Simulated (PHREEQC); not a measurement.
A solution holds 1.2 mmol/kgw KF, at 28 °C. Closed to the air; pH follows from the charge balance.

Model: ion-association model, phreeqc.dat, run in PHREEQC.

No solid was allowed to form.

Q: Predict the pH, specific conductance.

A: pH 7.17; specific conductance 160 µS/cm.

Species that the database lacks are ignored.
